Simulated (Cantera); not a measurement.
## Premixed flame

A freely propagating, adiabatic, planar premixed flame of 45.7 % H2, 11.4 % O2, 42.9 % N2, unburnt at 575 K and 2.10 bar; mixture-averaged transport, grid criteria slope 0.08 and curve 0.16, no radiation.

Model: the H2/O2 subset of GRI-Mech 3.0, which has no nitrogen chemistry, integrated in Cantera. The hydrogen kinetics of GRI-Mech 3.0 are dated; newer H2 mechanisms differ, most at raised pressure. Burning velocities carry a grid error of a few per cent, more on coarse grids.

| z (mm) | T (K) | u (m/s) | x H2 | x O2 | x H2O2 | x H | x O | x OH |
|---|---|---|---|---|---|---|---|---|
| -0.509 | 575 | 8.72 | 0.457 | 0.114 | <1e-8 | <1e-8 | <1e-8 | <1e-8 |
| -0.340 | 575 | 8.72 | 0.457 | 0.114 | <1e-8 | <1e-8 | <1e-8 | <1e-8 |
| -0.255 | 575 | 8.72 | 0.457 | 0.114 | <1e-8 | <1e-8 | <1e-8 | <1e-8 |
| -0.170 | 575 | 8.73 | 0.457 | 0.114 | <1e-8 | 3.76e-8 | <1e-8 | <1e-8 |
| -0.0849 | 609 | 9.16 | 0.451 | 0.114 | 7.60e-6 | 0.000240 | 1.40e-5 | 9.00e-5 |
| -0.0425 | 863 | 12.7 | 0.416 | 0.107 | 2.23e-5 | 0.00749 | 0.000329 | 0.000803 |
| 0 | 1274 | 18.2 | 0.328 | 0.0728 | 4.68e-6 | 0.0393 | 0.00264 | 0.00225 |
| 0.0425 | 1561 | 22.0 | 0.245 | 0.0245 | 1.70e-6 | 0.0704 | 0.00331 | 0.00427 |
| 0.0849 | 1693 | 23.8 | 0.218 | 0.00596 | 9.47e-7 | 0.0765 | 0.00201 | 0.00481 |
| 0.170 | 1812 | 25.3 | 0.218 | 0.000915 | 5.48e-7 | 0.0676 | 0.00126 | 0.00508 |
| 0.340 | 1929 | 26.7 | 0.226 | 0.000407 | 3.04e-7 | 0.0524 | 0.000852 | 0.00492 |
| 0.679 | 2038 | 27.9 | 0.235 | 0.000228 | 1.59e-7 | 0.0377 | 0.000493 | 0.00424 |
| 1.36 | 2128 | 29.0 | 0.242 | 0.000108 | 8.00e-8 | 0.0251 | 0.000239 | 0.00324 |
x: mole fraction of selected species; z is measured from the peak of heat release.

```yaml
laminar_burning_velocity: 872 cm/s
thermal_thickness: 0.170 mm
peak x(H2O2): 2.36e-5
peak x(H): 0.0766
peak x(O): 0.00358
peak x(OH): 0.00509
```
